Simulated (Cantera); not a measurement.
Standard-state values (1 bar) from the NASA 1993 polynomials, evaluated with Cantera. Values are per mole of reaction as written; species without (g) are pure solids or liquids, kept so even where they would boil at 1 bar.

10 H(g) + 2 Nb2O5 = 5 H2O2(g) + 4 Nb

```csv
T (K),ΔH° (kJ),ΔS° (J/K),ΔG° (kJ),log10 K,condensed phases
300,937.3,-104.5,968.6,-168.65,"Nb2O5(s), Nb(s)"
1825,…,…,…,…,"Nb2O5(l), Nb(s)"
2025,487.9,-499.0,1498.4,-38.65,"Nb2O5(l), Nb(s)"
2225,…,…,…,…,"Nb2O5(l), Nb(s)"
2425,418.4,-530.4,1704.7,-36.72,"Nb2O5(l), Nb(s)"
2625,388.2,-542.4,1812.0,-36.06,"Nb2O5(l), Nb(s)"
```

Some entries are withheld; supply them.


- 1825, ΔH° (kJ): 526.7
- 1825, ΔS° (J/K): -478.8
- 1825, ΔG° (kJ): 1400.6
- 1825, log10 K: -40.09
- 2225, ΔH° (kJ): 451.7
- 2225, ΔS° (J/K): -516.1
- 2225, ΔG° (kJ): 1600.0
- 2225, log10 K: -37.56
